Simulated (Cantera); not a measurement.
Input: 1 mol SiCl4, 0.35 mol H2, at 277 °C and 0.360 bar.

Method: chemical equilibrium by Gibbs-energy minimisation in Cantera with the NASA 1993 tables (ideal gas, pure condensed phases). Candidate condensed phases: Si; 19 gas species. Equilibrium is a limit: real reactors are often held back by kinetics, nucleation or transport.

Base state: SiCl4 0.740, H2 0.258, HCl 0.00120, SiHCl3 0.00120 (mole fractions); condensed: gas only.

Q: What changes in the equilibrium state with this change: temperature from 277 °C to 775 °C?

A: 
```tsv
species	before	after
SiCl4	0.740	0.697
H2	0.258	0.219
HCl	0.00120	0.0423
SiHCl3	0.00120	0.0369
SiCl3	1.77e-9	0.00413
SiCl2	<1e-9	0.000447
```
The tables' values for SiCl3 are old estimates; treat these amounts as uncertain.
